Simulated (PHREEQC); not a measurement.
Dissolve 0.28 mol HCl and 0.00092 mol MnSO4 per kg of water at 25 °C. Closed to the air; pH follows from the charge balance.

Equilibrium calculation in PHREEQC: ion-association model, phreeqc.dat.

This is a speciation only: nothing precipitates in the calculation.

Q: Order these S species by the share of S that they hold, largest first: SO4-2, HSO4-, MnSO4.

A: HSO4- (88 %), SO4-2 (12 %), MnSO4 (0.10 %)

The pH is 0.66 and the ionic strength 0.282 mol/kgw. Species that the database lacks are ignored.
